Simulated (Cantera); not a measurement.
What does this Cantera script print?

```python
import numpy as np
import cantera as ct

gas_names = """
    AL ALH ALO ALOH ALO2 ALO2H AL2 AL2O AL2O2 H HALO HO2 H2 H2O H2O2 O OH O2 O3
""".split()
cond_names = """
    AL(cr) AL(L) AL2O3(a) AL2O3(L) H2O(s) H2O(L)
""".split()


# ... load() reads the species with a 1 bar reference pressure and builds the phases ...
atoms = {
    'Al2O3': {'AL': 2, 'O': 3},
    'H2': {'H': 2},
}
top_T = {}  # K; cautious upper limits of use, not melting points


# ... equilibrate(T, P, feed) seeds the gas with the atoms and calls Mixture.equilibrate('TP', solver="vcs", rtol=1e-11, max_steps=5000) ...
results = []
feed = {'Al2O3': 1, 'H2': 0.4}  # mol
P = 47000  # Pa
for T in [2250, 2275, 2300, 2325, 2350, 2375, 2400, 2425, 2450, 2475]:
    mix = equilibrate(T, P, feed)
    results.append((T, P, feed, dict(zip(mix.species_names, mix.species_moles))))
    x = sorted(zip(gas.X, gas.species_names), reverse=True)
    print(f"T = {T:g} K  P = {P:g} Pa  gas = {mix.phase_moles(0):.4g} mol")
    print("   x: " + "  ".join(f"{s} {v:.3e}" for v, s in x if v > 1e-06))
    print("   condensed (mol): " + ("  ".join(f"{mix.phase(i).name} {mix.phase_moles(i):.4g}"
          for i in range(1, mix.n_phases) if mix.phase_moles(i) > 1e-12) or "none"))
```

Output:

```
T = 2250 K  P = 47000 Pa  gas = 0.4024 mol
   x: H2 9.874e-01  H 1.076e-02  H2O 1.092e-03  AL 3.721e-04  AL2O 2.170e-04  ALOH 7.154e-05  ALH 4.353e-05  OH 1.789e-06  ALO 1.741e-06
   condensed (mol): AL2O3(a) 0.9998
T = 2275 K  P = 47000 Pa  gas = 0.4028 mol
   x: H2 9.855e-01  H 1.229e-02  H2O 1.310e-03  AL 4.416e-04  AL2O 2.657e-04  ALOH 8.721e-05  ALH 4.944e-05  OH 2.544e-06  ALO 2.469e-06
   condensed (mol): AL2O3(a) 0.9998
T = 2300 K  P = 47000 Pa  gas = 0.4032 mol
   x: H2 9.834e-01  H 1.400e-02  H2O 1.564e-03  AL 5.218e-04  AL2O 3.235e-04  ALOH 1.058e-04  ALH 5.597e-05  OH 3.589e-06  ALO 3.474e-06
   condensed (mol): AL2O3(a) 0.9997
T = 2325 K  P = 47000 Pa  gas = 0.4037 mol
   x: H2 9.810e-01  H 1.589e-02  H2O 1.861e-03  AL 6.141e-04  AL2O 3.920e-04  ALOH 1.278e-04  ALH 6.315e-05  OH 5.027e-06  ALO 4.851e-06
   condensed (mol): AL2O3(a) 0.9997
T = 2350 K  P = 47000 Pa  gas = 0.4042 mol
   x: H2 9.784e-01  H 1.799e-02  H2O 2.172e-03  AL 7.160e-04  AL2O 4.603e-04  ALOH 1.504e-04  ALH 7.062e-05  OH 6.885e-06  ALO 6.587e-06  ALO2H 1.336e-06
   condensed (mol): AL2O3(L) 0.9996
T = 2375 K  P = 47000 Pa  gas = 0.4047 mol
   x: H2 9.755e-01  H 2.032e-02  H2O 2.522e-03  AL 8.313e-04  AL2O 5.371e-04  ALOH 1.761e-04  ALH 7.872e-05  OH 9.352e-06  ALO 8.866e-06  ALO2H 1.801e-06
   condensed (mol): AL2O3(L) 0.9996
T = 2400 K  P = 47000 Pa  gas = 0.4053 mol
   x: H2 9.723e-01  H 2.288e-02  H2O 2.917e-03  AL 9.618e-04  AL2O 6.242e-04  ALOH 2.053e-04  ALH 8.750e-05  OH 1.262e-05  ALO 1.186e-05  ALO2H 2.411e-06
   condensed (mol): AL2O3(L) 0.9995
T = 2425 K  P = 47000 Pa  gas = 0.406 mol
   x: H2 9.687e-01  H 2.570e-02  H2O 3.363e-03  AL 1.109e-03  AL2O 7.225e-04  ALOH 2.385e-04  ALH 9.698e-05  OH 1.691e-05  ALO 1.575e-05  ALO2H 3.205e-06
   condensed (mol): AL2O3(L) 0.9994
T = 2450 K  P = 47000 Pa  gas = 0.4068 mol
   x: H2 9.648e-01  H 2.878e-02  H2O 3.863e-03  AL 1.275e-03  AL2O 8.330e-04  ALOH 2.759e-04  ALH 1.072e-04  OH 2.252e-05  ALO 2.080e-05  ALO2H 4.232e-06
   condensed (mol): AL2O3(L) 0.9993
T = 2475 K  P = 47000 Pa  gas = 0.4076 mol
   x: H2 9.605e-01  H 3.216e-02  H2O 4.422e-03  AL 1.460e-03  AL2O 9.569e-04  ALOH 3.180e-04  ALH 1.182e-04  OH 2.981e-05  ALO 2.730e-05  ALO2H 5.553e-06
   condensed (mol): AL2O3(L) 0.9992
```

Cantera equilibrium calculation (NASA polynomials, part measured and part estimated; ideal gas, pure solids and liquids). The tables' values for AlOH are old estimates; treat these amounts as uncertain.
